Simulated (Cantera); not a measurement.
A Cantera script and what it prints.

```python
import numpy as np
import cantera as ct

gas_names = [...]  # 91 gases of nasa_gas.yaml made of C, Cl, H
cond_names = """
    C(gr) C6H6(L) C7H8(L) C8H18(L),n-octa
""".split()


# ... load() reads the species with a 1 bar reference pressure and builds the phases ...
atoms = {
    'CH3Cl': {'C': 1, 'H': 3, 'CL': 1},
    'H2': {'H': 2},
}
top_T = {'C(gr)': 4500}  # K; cautious upper limits of use, not melting points


# ... equilibrate(T, P, feed) seeds the gas with the atoms and calls Mixture.equilibrate('TP', solver="vcs", rtol=1e-11, max_steps=5000) ...
results = []
feed = {'CH3Cl': 1, 'H2': 9.6}  # mol
P = 9000  # Pa
for T in [2098, 2173, 2248, 2323, 2398, 2473, 2548, 2623, 2698]:
    mix = equilibrate(T, P, feed)
    results.append((T, P, feed, dict(zip(mix.species_names, mix.species_moles))))

top = {s: max(r[3][s] / sum(r[3][g] for g in gas_names) for r in results) for s in gas_names}
cols = sorted((s for s in top if top[s] > 0.0001), key=lambda s: -top[s])[:5]
seen = [c for c in cond_names if any(r[3].get(c, 0) > 1e-12 for r in results)]
print("log10 of partial pressures in bar; condensed amounts in mol")
print(f"{'T/K':>10s}" + "".join(f"{s[:9]:>10s}" for s in cols + seen))
for T, P, feed, n in results:
    ng = sum(n[g] for g in gas_names)
    print(f"{T:10.4g}" + "".join(f"{np.log10(max(n[s] / ng * P / 1e5, 1e-99)):10.3f}" for s in cols)
          + "".join(f"{n.get(c, 0):10.4g}" for c in seen))
```

Output:

```
log10 of partial pressures in bar; condensed amounts in mol
       T/K        H2         H       HCL C2H2,acet        CL     C(gr)
      2098    -1.090    -3.057    -2.116    -3.935    -4.216    0.9695
      2173    -1.093    -2.863    -2.119    -3.749    -4.026    0.9532
      2248    -1.097    -2.682    -2.124    -3.577    -3.849    0.9302
      2323    -1.103    -2.514    -2.130    -3.418    -3.685    0.8986
      2398    -1.111    -2.358    -2.139    -3.271    -3.533    0.8564
      2473    -1.121    -2.212    -2.151    -3.137    -3.391    0.8014
      2548    -1.135    -2.077    -2.166    -3.015    -3.261    0.7311
      2623    -1.153    -1.952    -2.186    -2.905    -3.140    0.6431
      2698    -1.176    -1.837    -2.211    -2.806    -3.030    0.5344
```

These are equilibrium values from Cantera (NASA tables, ideal gas, pure condensed phases), not measurements of a reactor.
